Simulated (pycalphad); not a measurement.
# Phase fractions of Si-93.29Cu (wt.%)

CALPHAD calculation (pycalphad, COST 507 light-alloy database (1999)), 1 atm. These are 1990s assessments: newer ones move some temperatures and phases. Phase fractions are per mole of atoms. Kinetics are ignored, which matters at the lower temperatures.

```tsv
T (K)	liquid	fcc	hcp	CU33SI7_DELTA	CU56SI11_GAMMA	CU19SI6_ETA
1250	1.000	-	-	-	-	-
1150	0.941	0.059	-	-	-	-
1050	-	-	(withheld)	(withheld)	-	-
950	-	-	0.509	-	0.491	-
850	-	-	0.430	-	0.570	-
750	-	(withheld)	-	-	(withheld)	-
650	-	0.586	-	-	-	0.414
550	-	0.538	-	-	-	0.462
```

Problem. What belongs in the gaps?

Solution. 
- 1050, hcp: 0.697
- 1050, CU33SI7_DELTA: 0.303
- 750, fcc: 0.298
- 750, CU56SI11_GAMMA: 0.702

Database names, with the compositions (at.%) that they take in these runs: CU33SI7_DELTA: Cu 82 Si 18; CU56SI11_GAMMA: Cu 84 Si 16; CU19SI6_ETA: Cu 76 Si 24. The hcp model here describes the intermediate κ phase of Cu-Si.
